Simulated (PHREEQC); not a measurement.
# Brine: speciation

Consider water at 25 °C with 1.4 mol/kgw LiCl and 1 mol/kgw MgSO4. Closed to the air; pH follows from the charge balance.

Equilibrium calculation in PHREEQC: Pitzer model, pitzer.dat.

This is a speciation only: nothing precipitates in the calculation.

Problem. Estimate the activity of water.

Solution. activity of water 0.914.

Complexes and solids missing from the database can't appear.
